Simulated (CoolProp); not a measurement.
Vapour-liquid equilibrium of propane (1) + c-C4F8 (RC318) (2) at 328.7 K; x and y are mole fractions of (1).

Values from CoolProp's multi-fluid Helmholtz-energy mixture model, Lemmon 2009 and Platzer 1990; pair parameters Bell 2016. This equation is an older, rougher fit; its heat capacities, sound speeds and derivatives of the liquid may be far off and weren't checked against measurements.

**Question.** Give the bubble pressure and the first vapour's composition at x = 0.05, 0.575, 0.65. Is there an azeotrope?

**Answer.** x = 0.05: 0.8829 MPa, y = 0.160; x = 0.575: 1.763 MPa, y = 0.705; x = 0.65: 1.826 MPa, y = 0.745. y crosses x between x = 0.875 and 0.95: the model has an azeotrope there.

The pair parameters rest on a limited set of measurements; away from them the model extrapolates.
